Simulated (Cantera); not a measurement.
Hydrogen reduction and annealing atmospheres: SiO2 + H2

Input: 1 mol SiO2, a varied amount of H2, at 1823.15 K and 1.00 bar.

Method: chemical equilibrium by Gibbs-energy minimisation in Cantera with the NASA 1993 tables (ideal gas, pure condensed phases). Candidate condensed phases: H2O, Si, SiO2; 18 gas species. The tables hold silica as quartz up to 1696 K and as liquid above; real silica turns to tridymite and cristobalite and melts near 1996 K. Rates play no part.

```json
[
 {"n(H2) (mol)": "190", "x H2": "0.996", "x H2O": "0.00185", "x SiO": "0.00185", "x H": "0.000433", "x OH": "5.59e-8", "n SiO2(condensed)": "0.648"},
 {"n(H2) (mol)": "280", "x H2": "0.996", "x H2O": "0.00185", "x SiO": "0.00185", "x H": "0.000433", "x OH": "5.59e-8", "n SiO2(condensed)": "0.482"},
 {"n(H2) (mol)": "360", "x H2": "0.996", "x H2O": "0.00185", "x SiO": "0.00185", "x H": "0.000433", "x OH": "5.59e-8", "n SiO2(condensed)": "0.334"},
 {"n(H2) (mol)": "450", "x H2": "0.996", "x H2O": "0.00185", "x SiO": "0.00185", "x H": "0.000433", "x OH": "5.59e-8", "n SiO2(condensed)": "0.167"},
 {"n(H2) (mol)": "540", "x H2": "0.996", "x H2O": "0.00185", "x SiO": "0.00185", "x H": "0.000433", "x OH": "5.59e-8", "n SiO2(condensed)": "0.000589"},
 {"n(H2) (mol)": "620", "x H2": "0.996", "x H2O": "0.00161", "x SiO": "0.00161", "x H": "0.000433", "x OH": "4.87e-8", "n SiO2(condensed)": "0"},
 {"n(H2) (mol)": "710", "x H2": "0.997", "x H2O": "0.00141", "x SiO": "0.00141", "x H": "0.000433", "x OH": "4.25e-8", "n SiO2(condensed)": "0"},
 {"n(H2) (mol)": "790", "x H2": "0.997", "x H2O": "0.00126", "x SiO": "0.00126", "x H": "0.000433", "x OH": "3.82e-8", "n SiO2(condensed)": "0"},
 {"n(H2) (mol)": "880", "x H2": "0.997", "x H2O": "0.00113", "x SiO": "0.00113", "x H": "0.000433", "x OH": "3.43e-8", "n SiO2(condensed)": "0"},
 {"n(H2) (mol)": "960", "x H2": "0.997", "x H2O": "0.00104", "x SiO": "0.00104", "x H": "0.000433", "x OH": "3.15e-8", "n SiO2(condensed)": "0"},
 {"n(H2) (mol)": "1100", "x H2": "0.998", "x H2O": "0.000908", "x SiO": "0.000908", "x H": "0.000433", "x OH": "2.75e-8", "n SiO2(condensed)": "0"}
]
```
x: gas mole fraction; n: condensed amount in mol.

From 190 mol H2 to 540 mol H2 the condensed part is SiO2(condensed). From 620 mol H2 to 1100 mol H2 nothing is condensed. The main Si-bearing gas is SiO throughout.
